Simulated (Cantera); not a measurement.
# Aluminium and copper etching: Al + Br₂

Charge: 1 mol Al, a varied amount of Br₂, at 848.15 K and 1.33 mbar.

These are equilibrium values from Cantera (NASA tables, ideal gas, pure condensed phases), not measurements of a reactor. Candidate condensed phases: Al, AlBr₃, Br₂; 7 gas species. Rates play no part.

From 0.8 mol Br₂ to 1.4 mol Br₂ the condensed part is Al(s). From 1.8 mol Br₂ to 4.7 mol Br₂ nothing is condensed. The main Al-bearing gas is AlBr₃ throughout.

```csv
n(Br₂) (mol),log p AlBr₃,log p Br₂,log p Br,log p AlBr,n Al(s)
0.8,-2.88,<-14,-12.65,-5.07,0.464
0.98,-2.88,<-14,-12.65,-5.07,0.344
1.2,-2.88,<-14,-12.65,-5.07,0.197
1.4,-2.88,<-14,-12.65,-5.07,0.0627
1.8,-2.99,-3.52,-4.92,<-14,0
2.1,-3.08,-3.31,-4.81,<-14,0
2.6,-3.20,-3.16,-4.74,<-14,0
3.2,-3.31,-3.08,-4.70,<-14,0
3.9,-3.41,-3.03,-4.67,<-14,0
4.7,-3.50,-3.00,-4.66,<-14,0
```
log p: log10 of the partial pressure in bar; n: condensed amount in mol.
